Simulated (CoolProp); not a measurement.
A simple Rankine cycle with the fluoroketone C6F12O (FK-5-1-12): condensing at 293.15 K, boiler at 0.248 MPa, turbine inlet 352.7 K, turbine efficiency 0.7, pump efficiency 0.7, no recuperator. Each further row changes one setting.

Model: reference Helmholtz-energy equation of state, McLinden 2015, in CoolProp.

```
case                             thermal efficiency (%)  net work (kJ/kg)  heat in (kJ/kg)  turbine exit temperature (K)  volume ratio over the turbine
-------------------------------  ----------------------  ----------------  ---------------  ----------------------------  -----------------------------
as stated                                             ?              11.9              145                         335.4                           8.07
turbine inlet 372.7 K                               7.7              12.7              164                         355.5                              ?
condensing temperature 285.15 K                     9.1              14.0                ?                         332.7                           11.6
boiler pressure 0.174 MPa                           6.8              10.0                ?                         339.0                              ?
turbine efficiency 0.6                              7.0                 ?              145                         337.3                              ?
```

### Question
Some entries are withheld; supply them.

### Answer

- as stated, thermal efficiency (%): 8.2
- turbine inlet 372.7 K, volume ratio over the turbine: 7.90
- condensing temperature 285.15 K, heat in (kJ/kg): 154
- boiler pressure 0.174 MPa, heat in (kJ/kg): 147
- boiler pressure 0.174 MPa, volume ratio over the turbine: 5.49
- turbine efficiency 0.6, net work (kJ/kg): 10.1
- turbine efficiency 0.6, volume ratio over the turbine: 8.12
